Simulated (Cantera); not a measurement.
Equilibrium for silicon nitride deposition: Si2Cl6 + NH3 + H2

Feed: 1 mol Si2Cl6, 0.53 mol NH3, 21 mol H2.

These are equilibrium values from Cantera (NASA tables, ideal gas, pure condensed phases), not measurements of a reactor. Candidate condensed phases: NH4Cl, Si, Si3N4; 28 gas species. The feed counts by its element totals alone. Mutual solubility and eutectic melting of coexisting phases are not modelled. The tables' values for SiCl3 are old estimates. Equilibrium is a limit: real reactors are often held back by kinetics, nucleation or transport.

### Question
Map the stable condensed phases over T = 1400, 1450, 1500, 1550, 1600, 1650, 1700, 1750, 1800, 1850, 1900, 1950, 2000 K and P in Pa = 5, 17, 59, 210, 710, 2400, 8400, 29000, 100000.

### Answer
```
T in K \ P in Pa
              5     17     59    210    710   2400   8400  29000 100000
   2000       A      A      A      B      B      B      B      B      B
   1950       A      A      A      B      B      B      B      B      B
   1900       A      A      A      B      B      B      B      B      B
   1850       A      A      B      B      B      B      B      B      B
   1800       A      B      B      B      B      B      B      B      C
   1750       A      B      B      B      B      B      B      B      C
   1700       B      B      B      B      B      B      B      C      C
   1650       B      B      B      B      B      B      C      C      C
   1600       B      B      B      B      B      B      C      C      C
   1550       B      B      B      B      B      C      C      C      C
   1500       B      B      B      B      C      C      C      C      C
   1450       B      B      B      C      C      C      C      C      C
   1400       B      B      C      C      C      C      C      C      C
```
A: gas only; B: Si; C: Si + Si3N4.
